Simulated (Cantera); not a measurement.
# Carbon deposition, reforming and gasification: CH4 + H2O

A closed system holds: 1 mol CH4, 0.17 mol H2O, at 5.90 mbar.

Cantera equilibrium calculation (NASA polynomials, part measured and part estimated; ideal gas, pure solids and liquids). Candidate condensed phases: C, C6H6, C7H8, C8H18, H2O; 110 gas species. Rates play no part.

From 1100 °C to 2400 °C the condensed part is C(graphite). The main C-bearing gas is CO throughout.

| T (°C) | log p H2 | log p H | log p CO | log p C2H2 (acetylene) | n C(graphite) |
|---|---|---|---|---|---|
| 1100 | -2.26 | -6.61 | -3.37 | -8.02 | 0.830 |
| 1200 | -2.26 | -6.03 | -3.37 | -7.45 | 0.830 |
| 1300 | -2.26 | -5.52 | -3.37 | -6.95 | 0.830 |
| 1400 | -2.26 | -5.07 | -3.37 | -6.51 | 0.830 |
| 1500 | -2.26 | -4.68 | -3.37 | -6.12 | 0.829 |
| 1600 | -2.27 | -4.32 | -3.37 | -5.77 | 0.829 |
| 1700 | -2.27 | -4.00 | -3.37 | -5.46 | 0.827 |
| 1800 | -2.28 | -3.72 | -3.38 | -5.19 | 0.825 |
| 1900 | -2.29 | -3.46 | -3.38 | -4.95 | 0.821 |
| 2000 | -2.31 | -3.23 | -3.39 | -4.73 | 0.814 |
| 2100 | -2.34 | -3.03 | -3.40 | -4.55 | 0.805 |
| 2200 | -2.39 | -2.85 | -3.42 | -4.41 | 0.793 |
| 2300 | -2.46 | -2.69 | -3.45 | -4.30 | 0.776 |
| 2400 | -2.55 | -2.57 | -3.48 | -4.22 | 0.750 |
log p: log10 of the partial pressure in bar; n: condensed amount in mol.
